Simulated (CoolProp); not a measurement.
Model: reference Helmholtz-energy equation of state, Span 1996, in CoolProp.

### Question
For carbon dioxide, give the phase and the cv (kJ/(kg K)), Joule-Thomson coefficient (K/MPa), isothermal compressibility (1/MPa), expansivity (1/kK) at 221.6 K and 2840 kPa.

### Answer
- 221.6 K and 2840 kPa: liquid; cv 0.970, Joule-Thomson coefficient -0.135, isothermal compressibility 0.00190, expansivity 3.13
